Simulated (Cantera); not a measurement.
Cantera run:

```python
import numpy as np
import cantera as ct

gas_names = [...]  # 109 gases of nasa_gas.yaml made of C, Cl, H, Si
cond_names = """
    C(gr) C6H6(L) C7H8(L) C8H18(L),n-octa Si(cr) Si(L) SiC(b)
""".split()


# ... load() reads the species with a 1 bar reference pressure and builds the phases ...
atoms = {
    '(CH3)2SiCl2': {'C': 2, 'H': 6, 'Si': 1, 'CL': 2},
    'C2H4': {'C': 2, 'H': 4},
    'H2': {'H': 2},
}
top_T = {'C(gr)': 4500, 'SiC(b)': 3050}  # K; cautious upper limits of use, not melting points


# ... equilibrate(T, P, feed) seeds the gas with the atoms and calls Mixture.equilibrate('TP', solver="vcs", rtol=1e-11, max_steps=5000) ...
results = []
feed = {'(CH3)2SiCl2': 1, 'C2H4': 0.025, 'H2': 2.5}  # mol
P = 13332.2  # Pa
for T in [1248, 1348, 1448, 1548, 1648, 1748, 1848, 1948, 2048, 2148, 2248, 2348, 2448]:
    mix = equilibrate(T, P, feed)
    results.append((T, P, feed, dict(zip(mix.species_names, mix.species_moles))))
    x = sorted(zip(gas.X, gas.species_names), reverse=True)
    print(f"T = {T:g} K  P = {P:g} Pa  gas = {mix.phase_moles(0):.4g} mol")
    print("   x: " + "  ".join(f"{s} {v:.3e}" for v, s in x if v > 0.001))
    print("   condensed (mol): " + ("  ".join(f"{mix.phase(i).name} {mix.phase_moles(i):.4g}"
          for i in range(1, mix.n_phases) if mix.phase_moles(i) > 1e-12) or "none"))
```

It prints:

```
T = 1248 K  P = 13332.2 Pa  gas = 6.451 mol
   x: H2 7.322e-01  HCL 2.515e-01  SiCL4 1.269e-02  SiHCL3 1.301e-03
   condensed (mol): C(gr) 1.144  SiC(b) 0.9005
T = 1348 K  P = 13332.2 Pa  gas = 6.508 mol
   x: H2 7.113e-01  HCL 2.806e-01  SiCL4 4.785e-03  SiCL2 1.169e-03  SiCL3 1.055e-03
   condensed (mol): C(gr) 1.098  SiC(b) 0.9498
T = 1448 K  P = 13332.2 Pa  gas = 6.533 mol
   x: H2 7.033e-01  HCL 2.913e-01  SiCL2 2.194e-03  SiCL4 1.612e-03
   condensed (mol): C(gr) 1.082  SiC(b) 0.9665
T = 1548 K  P = 13332.2 Pa  gas = 6.542 mol
   x: H2 7.013e-01  HCL 2.933e-01  SiCL2 3.567e-03
   condensed (mol): C(gr) 1.083  SiC(b) 0.9664
T = 1648 K  P = 13332.2 Pa  gas = 6.546 mol
   x: H2 7.017e-01  HCL 2.916e-01  SiCL2 5.310e-03
   condensed (mol): C(gr) 1.09  SiC(b) 0.9586
T = 1748 K  P = 13332.2 Pa  gas = 6.549 mol
   x: H2 7.029e-01  HCL 2.881e-01  SiCL2 7.418e-03
   condensed (mol): C(gr) 1.102  SiC(b) 0.9466
T = 1848 K  P = 13332.2 Pa  gas = 6.553 mol
   x: H2 7.044e-01  HCL 2.834e-01  SiCL2 9.849e-03  H 1.219e-03
   condensed (mol): C(gr) 1.116  SiC(b) 0.9317
T = 1948 K  P = 13332.2 Pa  gas = 6.559 mol
   x: H2 7.055e-01  HCL 2.777e-01  SiCL2 1.253e-02  H 2.599e-03
   condensed (mol): C(gr) 1.13  SiC(b) 0.9145
T = 2048 K  P = 13332.2 Pa  gas = 6.571 mol
   x: H2 7.058e-01  HCL 2.709e-01  SiCL2 1.537e-02  H 5.152e-03  CL 1.464e-03
   condensed (mol): C(gr) 1.145  SiC(b) 0.8955
T = 2148 K  P = 13332.2 Pa  gas = 6.591 mol
   x: H2 7.043e-01  HCL 2.631e-01  SiCL2 1.825e-02  H 9.579e-03  CL 2.619e-03  C2H2,acetylene 1.349e-03
   condensed (mol): C(gr) 1.157  SiC(b) 0.8745
T = 2248 K  P = 13332.2 Pa  gas = 6.626 mol
   x: H2 6.998e-01  HCL 2.540e-01  SiCL2 2.102e-02  H 1.683e-02  CL 4.423e-03  C2H2,acetylene 2.318e-03
   condensed (mol): C(gr) 1.168  SiC(b) 0.8498
T = 2348 K  P = 13332.2 Pa  gas = 6.686 mol
   x: H2 6.905e-01  HCL 2.431e-01  H 2.810e-02  SiCL2 2.350e-02  CL 7.090e-03  C2H2,acetylene 3.773e-03  Si 1.735e-03  SiCL 1.317e-03
   condensed (mol): C(gr) 1.179  SiC(b) 0.8153
T = 2448 K  P = 13332.2 Pa  gas = 6.795 mol
   x: H2 6.734e-01  HCL 2.295e-01  H 4.474e-02  SiCL2 2.543e-02  CL 1.083e-02  C2H2,acetylene 5.823e-03  Si 5.060e-03  SiCL 2.620e-03  SiC2 1.126e-03
   condensed (mol): C(gr) 1.196  SiC(b) 0.7534
```

Cantera equilibrium calculation (NASA polynomials, part measured and part estimated; ideal gas, pure solids and liquids). The feed counts by its element totals alone. The tables' values for SiCl, SiCl3 are old estimates; treat these amounts as uncertain. Gases not in the tables: Si2H6 and higher silanes.
